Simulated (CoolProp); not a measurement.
Properties of CH2F2 (R32) at several states (Tc = 351.3 K, pc = 5.783 MPa, ω = 0.277).

Computed with CoolProp (reference Helmholtz-energy equation of state, Tillner-Roth 1997).

| T (K) | p (MPa) | phase | Z | cp (kJ/(kg K)) | isothermal compressibility (1/MPa) | expansivity (1/kK) | viscosity (µPa s) |
|---|---|---|---|---|---|---|---|
| 218.7 | 0.394 | liquid | 0.009231 | 1.582 | 0.001411 | 2.245 | 313 |
| 420.8 | 1.36 | gas | 0.9520 | 1.091 | 0.7729 | 2.839 | 18.7 |
| 248.1 | 0.124 | gas | 0.9688 | 0.8354 | 8.332 | 4.575 | 11.1 |
| 280.5 | 0.0237 | gas | 0.9964 | 0.8070 | 42.35 | 3.614 | 12.6 |

Viscosity comes from a separate model (Bell 2016), an estimate that may be off by 10 % or more.
